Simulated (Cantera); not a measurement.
A freely propagating, adiabatic, planar premixed flame of C2H6 : O2 : N2 : CO2 = 1 : 3.5 : 14.7 : 0.59 (molar parts), unburnt at 575 K and 9.87 atm; unity-Lewis-number transport, grid criteria slope 0.08 and curve 0.16, no radiation.

Cantera simulation using GRI-Mech 3.0 (53 species, 325 reactions); the numbers are that mechanism's predictions, not measurements. Unity Lewis numbers drop preferential diffusion, which matters most where H2 and H carry the flame. Burning velocities carry a grid error of a few per cent, more on coarse grids.

Problem. Predict: laminar burning velocity; thermal thickness; peak x(HCO); peak x(CH2CO); peak x(CH3).

Solution. 
| Quantity | Result |
|---|---|
| laminar burning velocity | 42.3 cm/s |
| thermal thickness | 0.0664 mm |
| peak x(HCO) | 1.94e-5 |
| peak x(CH2CO) | 0.000870 |
| peak x(CH3) | 0.000844 |
